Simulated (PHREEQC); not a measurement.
A solution holds 0.00099 mol NaH2PO4 and 0.0023 mol HF per kg of water, at 25 °C. Closed to the air; pH follows from the charge balance.

Model: ion-association model, phreeqc.dat, run in PHREEQC.

This is a speciation only: nothing precipitates in the calculation.

Question: Estimate the pH, specific conductance.

Answer: pH 3.06; specific conductance 438 µS/cm.

Question: In which forms is P present?

Answer: H2PO4- 89 %, H3PO4 11 % of the P.
